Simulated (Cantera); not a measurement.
Cantera run, input and output.

```python
import numpy as np
import cantera as ct

gas = ct.Solution("gri30.yaml")
gas.TPX = 1400, 78000, {'CH2O': 0.0029, 'O2': 0.02, 'N2': 1}
reactor = ct.IdealGasConstPressureReactor(gas, energy="off", clone=False)
net = ct.ReactorNet([reactor])
net.rtol, net.atol = 1e-08, 1e-18
show = ['CH2O', 'O2', 'NO', 'HCN', 'H2', 'CH2', 'H2O']
times = np.geomspace(1e-05, 100, 13)

steps = ct.SolutionArray(gas, extra=["t"])
rows = []
print(f"{'t/s':>10s}{'T/K':>9s}{'P/Pa':>11s}" + "".join(f"{s:>11s}" for s in show))
for t in times:
    while net.time < t:
        t_next = net.step()
        steps.append(gas.state, t=t_next)
    rows.append([np.interp(t, steps.t, y) for y in (steps.T, steps.P, *steps(*show).X.T)])
    print(f"{t:10.3e}{rows[-1][0]:9.1f}{rows[-1][1]:11.4g}" + "".join(f"{x:11.3e}" for x in rows[-1][2:]))
rate = np.gradient(steps.T, steps.t)
print("integrator steps:", len(steps.t))
if steps.T.max() > steps.T[0] + 200:
    print(f"time of steepest temperature rise: {steps.t[rate.argmax()]:.4e} s")
gas.TPX = 1400, 78000, {'CH2O': 0.0029, 'O2': 0.02, 'N2': 1}
gas.equilibrate("TP")
print(f"equilibrium (TP): T = {gas.T:.1f} K  " + "  ".join(f"{s} {gas[s].X[0]:.3e}" for s in show))
```

Output:

```
       t/s      T/K       P/Pa       CH2O         O2         NO        HCN         H2        CH2        H2O
 1.000e-05   1400.0    7.8e+04  2.835e-03  1.955e-02  7.217e-17  2.334e-18  1.441e-07  3.521e-16  1.912e-08
 3.831e-05   1400.0    7.8e+04  2.832e-03  1.955e-02  1.453e-15  2.067e-17  1.200e-06  3.745e-15  3.441e-07
 1.468e-04   1400.0    7.8e+04  2.809e-03  1.954e-02  2.088e-14  2.242e-16  1.262e-05  8.841e-14  6.472e-06
 5.623e-04   1400.0    7.8e+04  1.647e-03  1.910e-02  4.272e-12  2.374e-14  5.161e-04  1.361e-11  5.818e-04
 2.154e-03   1400.0    7.8e+04  3.742e-13  1.722e-02  1.406e-07  2.812e-15  5.022e-05  6.571e-20  2.613e-03
 8.254e-03   1400.0    7.8e+04  6.695e-15  1.678e-02  4.374e-07  2.329e-16  1.310e-05  3.453e-20  2.766e-03
 3.162e-02   1400.0    7.8e+04  3.004e-17  1.672e-02  5.402e-07  3.072e-17  1.327e-06 -4.068e-20  2.818e-03
 1.212e-01   1400.0    7.8e+04  8.422e-20  1.671e-02  5.729e-07  4.728e-18  1.356e-07 -2.384e-22  2.830e-03
 4.642e-01   1400.0    7.8e+04  1.218e-19  1.672e-02  5.815e-07  6.124e-19  2.353e-08 -1.043e-22  2.833e-03
 1.778e+00   1400.0    7.8e+04  5.205e-22  1.672e-02  5.831e-07  4.498e-20  1.150e-08 -5.941e-27  2.834e-03
 6.813e+00   1400.0    7.8e+04  9.761e-23  1.672e-02  5.857e-07  1.822e-20  1.129e-08  1.977e-32  2.834e-03
 2.610e+01   1400.0    7.8e+04  9.761e-23  1.672e-02  5.957e-07  2.344e-21  1.129e-08  1.105e-32  2.834e-03
 1.000e+02   1400.0    7.8e+04  9.761e-23  1.672e-02  6.337e-07 -5.780e-22  1.129e-08  1.481e-33  2.834e-03
integrator steps: 1858
equilibrium (TP): T = 1400.0 K  CH2O 9.829e-23  O2 1.660e-02  NO 2.281e-04  HCN 2.119e-23  H2 1.133e-08  CH2 4.718e-36  H2O 2.834e-03
```

Computed with Cantera and GRI-Mech 3.0 (53 species, 325 reactions).
